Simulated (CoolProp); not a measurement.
C3F8 (R218) at several states: Z from the reference equation and from simpler models built on Tc = 345.0 K, pc = 2640 kPa, ω = 0.317; each cubic takes its own stable root.

Model: reference Helmholtz-energy equation of state, Lemmon 2006, in CoolProp. It is a short technical equation, of lower accuracy than the large ones.

```csv
T (K),p (kPa),phase,reference,van der Waals,Redlich-Kwong,Soave-Redlich-Kwong,Peng-Robinson
225.1,878,liquid,0.05319,0.08533,0.05847,0.05597,0.04956
248.7,5080,liquid,0.2908,0.4471,0.3162,0.3039,0.2694
135.9,222,liquid,0.01874,0.03082,0.02069,0.02034,0.01814
163.5,9360,liquid,0.6844,1.085,0.7437,0.7291,0.6503
259.5,13.9,gas,0.9952,0.9969,0.9960,0.9955,0.9953
```
